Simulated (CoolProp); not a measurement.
A simple Rankine cycle with R21: condensing at 332.15 K, boiler at 2.5 MPa, turbine inlet 408.3 K, turbine efficiency 0.6, pump efficiency 0.8, no recuperator. Each further row changes one setting.

Values from CoolProp's reference Helmholtz-energy equation of state, Platzer 1990. This equation is an older, rougher fit; its heat capacities, sound speeds and derivatives of the liquid may be far off and weren't checked against measurements.

| case | thermal efficiency (%) | net work (kJ/kg) | heat in (kJ/kg) | turbine exit temperature (K) | volume ratio over the turbine |
|---|---|---|---|---|---|
| as stated | 8.7 | 20.2 | 231 | 335.0 | 5.23 |
| turbine inlet 428.3 K | 9.0 | 22.7 | 251 | 360.0 | 5.02 |
| condensing temperature 324.15 K | 9.6 | 23.0 | 240 | 327.7 | 6.47 |
| boiler pressure 1.75 MPa | 7.3 | 18.0 | 246 | 358.4 | 3.44 |
| turbine efficiency 0.5 | 7.1 | 16.5 | 231 | 340.1 | 5.34 |
